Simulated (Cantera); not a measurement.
A closed system holds: 1 mol N2O, 1.2 mol O2, at 240 bar.

Method: chemical equilibrium by Gibbs-energy minimisation in Cantera with the NASA 1993 tables (ideal gas, pure condensed phases). The ideal-gas law is rough above about 30 bar. Kinetics and transport are ignored.

**Question.** At 2723 K, list the 6 most abundant gas species with their mole fractions, and the condensed phases.

**Answer.** O2 0.609, N2 0.351, NO 0.0374, O 0.00200, NO2 0.000713, N2O 2.17e-5. Condensed: gas only.
